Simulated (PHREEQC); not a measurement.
**Acid rinse or clean (model solution)**

Consider water at 25 °C with 0.11 mol/kgw H2SO4, 3.5e-05 mol/kgw CaCl2 and 0.055 mol/kgw MgCl2. Closed to the air; pH follows from the charge balance.

Computed with PHREEQC (ion-association model, wateq4f.dat).

Precipitation was switched off in this run.

Question: Predict the pH, activity of water.

Answer: pH 0.95; activity of water 0.993.

Question: In which forms is Ca present?

Answer: Ca+2 65 %, CaSO4 18 %, CaHSO4+ 17 % of the Ca.
